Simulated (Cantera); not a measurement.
Cantera run:

```python
import numpy as np
import cantera as ct

gas_names = """
    H HNO HNO2 HNO3 HO2 H2 H2O H2O2 N NH NH2 NH3 NH2OH NO NO2 NO3 N2 N2H2 N2H4 N2O O OH O2 O3 V VN VO
    VO2
""".split()
cond_names = """
    H2O(s) H2O(L) V(cr) V(L) VN(s) VO(s) VO(L) V2O3(s) V2O3(L) V2O4(I) V2O4(II) V2O4(L) V2O5(s) V2O5(L)
""".split()


# ... load() reads the species with a 1 bar reference pressure and builds the phases ...
atoms = {
    'V2O5': {'V': 2, 'O': 5},
    'H2': {'H': 2},
    'N2': {'N': 2},
}
top_T = {'VN(s)': 2300}  # K; cautious upper limits of use, not melting points


# ... equilibrate(T, P, feed) seeds the gas with the atoms and calls Mixture.equilibrate('TP', solver="vcs", rtol=1e-11, max_steps=5000) ...
results = []
feed = {'V2O5': 1, 'H2': 740, 'N2': 0.42}  # mol
P = 7200  # Pa
for T in [950, 1050, 1150, 1250, 1350, 1450, 1550, 1650, 1750, 1850]:
    mix = equilibrate(T, P, feed)
    results.append((T, P, feed, dict(zip(mix.species_names, mix.species_moles))))

top = {s: max(r[3][s] / sum(r[3][g] for g in gas_names) for r in results) for s in gas_names}
cols = sorted((s for s in top if top[s] > 0.001), key=lambda s: -top[s])[:7]
seen = [c for c in cond_names if any(r[3].get(c, 0) > 1e-12 for r in results)]
print("log10 of partial pressures in bar; condensed amounts in mol")
print(f"{'T/K':>10s}" + "".join(f"{s[:9]:>10s}" for s in cols + seen))
for T, P, feed, n in results:
    ng = sum(n[g] for g in gas_names)
    print(f"{T:10.4g}" + "".join(f"{np.log10(max(n[s] / ng * P / 1e5, 1e-99)):10.3f}" for s in cols)
          + "".join(f"{n.get(c, 0):10.4g}" for c in seen))
```

It prints:

```
log10 of partial pressures in bar; condensed amounts in mol
       T/K        H2       H2O         H     VO(s)   V2O3(s)
       950    -1.144    -3.711    -9.827         0         1
      1050    -1.144    -3.711    -8.663         0         1
      1150    -1.144    -3.711    -7.699         0         1
      1250    -1.144    -3.711    -6.888         0         1
      1350    -1.144    -3.711    -6.195         0         1
      1450    -1.144    -3.707    -5.596   0.04053    0.9797
      1550    -1.145    -3.535    -5.074         2         0
      1650    -1.145    -3.535    -4.614         2         0
      1750    -1.145    -3.535    -4.206     1.999         0
      1850    -1.146    -3.536    -3.841     1.996         0
```

Equilibrium computed with Cantera from the NASA thermochemical tables; the gas is ideal and each condensed phase is pure. Mutual solubility and eutectic melting of coexisting phases are not modelled. VO: taken at fixed stoichiometry. Condensed phases not in the tables: the oxides between V2O3 and V2O5 other than VO2.
